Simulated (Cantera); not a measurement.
A closed system holds: 1 mol Al(CH₃)₃, 0.93 mol N₂, 890 mol H₂, equilibrated at 0.000260 bar.

Method: chemical equilibrium by Gibbs-energy minimisation in Cantera with the NASA 1993 tables (ideal gas, pure condensed phases). Candidate condensed phases: Al, AlN, C, C₆H₆, C₇H₈, C₈H₁₈; 97 gas species. The feed counts by its element totals alone. Equilibrium is a limit: real reactors are often held back by kinetics, nucleation or transport.

x: gas mole fraction; n: condensed amount in mol.

```json
[
 {"T (K)": "1048", "x H₂": "1.000", "x H": "4.79e-7", "x C₂H₂ (acetylene)": "3.94e-9", "x Al": "<1e-12", "x N₂": "0.000480", "n AlN(s)": "1.00", "n C(graphite)": "2.99"},
 {"T (K)": "1148", "x H₂": "1.000", "x H": "4.44e-6", "x C₂H₂ (acetylene)": "3.71e-8", "x Al": "1.00e-10", "x N₂": "0.000480", "n AlN(s)": "1.00", "n C(graphite)": "2.99"},
 {"T (K)": "1248", "x H₂": "0.999", "x H": "2.90e-5", "x C₂H₂ (acetylene)": "2.43e-7", "x Al": "2.18e-8", "x N₂": "0.000479", "n AlN(s)": "1.000", "n C(graphite)": "2.99"},
 {"T (K)": "1348", "x H₂": "0.999", "x H": "0.000143", "x C₂H₂ (acetylene)": "1.20e-6", "x Al": "2.11e-6", "x N₂": "0.000478", "n AlN(s)": "0.998", "n C(graphite)": "2.99"},
 {"T (K)": "1448", "x H₂": "0.999", "x H": "0.000571", "x C₂H₂ (acetylene)": "4.75e-6", "x Al": "0.000103", "x N₂": "0.000525", "n AlN(s)": "0.906", "n C(graphite)": "2.98"},
 {"T (K)": "1548", "x H₂": "0.996", "x H": "…", "x C₂H₂ (acetylene)": "…", "x Al": "0.00110", "x N₂": "0.00101", "n AlN(s)": "0", "n C(graphite)": "2.93"},
 {"T (K)": "1648", "x H₂": "0.992", "x H": "…", "x C₂H₂ (acetylene)": "…", "x Al": "0.00110", "x N₂": "0.000991", "n AlN(s)": "0", "n C(graphite)": "2.84"},
 {"T (K)": "1748", "x H₂": "0.984", "x H": "0.0141", "x C₂H₂ (acetylene)": "0.000111", "x Al": "0.00110", "x N₂": "0.000955", "n AlN(s)": "0", "n C(graphite)": "2.66"},
 {"T (K)": "1848", "x H₂": "0.965", "x H": "0.0323", "x C₂H₂ (acetylene)": "0.000249", "x Al": "0.00109", "x N₂": "0.000902", "n AlN(s)": "0", "n C(graphite)": "2.33"},
 {"T (K)": "1948", "x H₂": "0.930", "x H": "0.0676", "x C₂H₂ (acetylene)": "0.000501", "x Al": "0.00107", "x N₂": "0.000828", "n AlN(s)": "0", "n C(graphite)": "1.74"},
 {"T (K)": "2048", "x H₂": "0.867", "x H": "0.129", "x C₂H₂ (acetylene)": "0.000909", "x Al": "0.00104", "x N₂": "0.000732", "n AlN(s)": "0", "n C(graphite)": "0.791"},
 {"T (K)": "2148", "x H₂": "0.770", "x H": "0.227", "x C₂H₂ (acetylene)": "0.00119", "x Al": "0.000986", "x N₂": "0.000645", "n AlN(s)": "0", "n C(graphite)": "0"}
]
```

Problem. Some entries are withheld; supply them.

Solution. 
- 1548, x H: 0.00191
- 1548, x C₂H₂ (acetylene): 1.56e-5
- 1648, x H: 0.00550
- 1648, x C₂H₂ (acetylene): 4.44e-5
